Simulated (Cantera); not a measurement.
What does this Cantera script print?

```python
import numpy as np
import cantera as ct

gas_names = """
    C3H8 CH3OH
""".split()
cond_names = """
    Ti2O3(a) Ti2O3(b) Ti2O3(L) Ti(a) Ti(b) Ti(L) C(gr)
""".split()


# ... load() reads the species with a 1 bar reference pressure and builds the phases ...
species = {s.name: s for s in load("nasa_gas.yaml", gas_names) + load("nasa_condensed.yaml", cond_names)}
# Each term lists the table entries of one substance; the one whose range holds T is used.
reactions = {
    '3 C3H8(g) + 2 Ti2O3 = 4 Ti + 6 CH3OH(g) + 3 C':
        [(-3, ['C3H8']), (-2, ['Ti2O3(a)', 'Ti2O3(b)', 'Ti2O3(L)']), (4, ['Ti(a)', 'Ti(b)', 'Ti(L)']), (6, ['CH3OH']), (3, ['C(gr)'])],
}


def pick(names, T):
    return next(species[n] for n in names if species[n].thermo.min_temp <= T <= species[n].thermo.max_temp)


results = []
for label, terms in reactions.items():
    print(label)
    print("     T/K   dH/kJ  dS/(J/K)   dG/kJ   log10 K")
    for T in [2575, 2625, 2675, 2725, 2775, 2825, 2875, 2925, 2975]:
        used = [(nu, pick(names, T)) for nu, names in terms]
        dH = sum(nu * s.thermo.h(T) for nu, s in used) / 1e6
        dS = sum(nu * s.thermo.s(T) for nu, s in used) / 1e3
        dG = dH - T * dS / 1e3
        logK = -dG * 1e6 / (ct.gas_constant * T * np.log(10))
        results.append((label, T, dH, dS, dG, logK, [s.name for _, s in used]))
        print(f"{T:8g} {dH:8.1f} {dS:8.1f} {dG:8.1f} {logK:8.2f}")
```

Result:

```
3 C3H8(g) + 2 Ti2O3 = 4 Ti + 6 CH3OH(g) + 3 C
     T/K   dH/kJ  dS/(J/K)   dG/kJ   log10 K
    2575   1862.8    398.4    836.8   -16.97
    2625   1861.3    397.9    816.9   -16.26
    2675   1859.9    397.3    797.0   -15.56
    2725   1858.5    396.8    777.2   -14.90
    2775   1857.1    396.3    757.3   -14.26
    2825   1855.7    395.8    737.5   -13.64
    2875   1854.3    395.3    717.8   -13.04
    2925   1853.0    394.9    698.0   -12.46
    2975   1851.6    394.4    678.3   -11.91
```

Source: NASA polynomial tables (part measured, part estimated), evaluated in Cantera. Condensed species are held in their standard states even where they would react or evaporate.
